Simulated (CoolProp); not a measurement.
Acetone along the isobar 4.8 MPa: Z from the reference equation and from simpler models built on Tc = 235.0 °C, pc = 4.692 MPa, ω = 0.307; each cubic takes its own stable root.

Computed with CoolProp (reference Helmholtz-energy equation of state, Lemmon 2006). It is a short technical equation, of lower accuracy than the large ones.

| T (°C) | phase | reference |
|---|---|---|
| 130.95 | liquid | 0.1255 |
| 144.15 | liquid | 0.1252 |
| 157.45 | liquid | 0.1254 |
| 170.75 | liquid | 0.1263 |
| 183.95 | liquid | 0.1280 |
| 197.25 | liquid | 0.1309 |
| 210.55 | liquid | 0.1360 |
| 223.75 | liquid | 0.1458 |
| 237.05 | supercritical | 0.3144 |
| 250.35 | supercritical | 0.5176 |
| 263.55 | supercritical | 0.5947 |
| 276.85 | supercritical | 0.6482 |

Problem. How far does each simpler model (van der Waals, Redlich-Kwong) lie from the reference over these 12 states: mean and median of the absolute difference, and the worst?

Solution. 
- van der Waals: mean 59.5 %, median 85.6 %, worst +88.5 % at 130.95 °C and 4.8 MPa
- Redlich-Kwong: mean 27.8 %, median 36.0 %, worst +47.8 % at 223.75 °C and 4.8 MPa
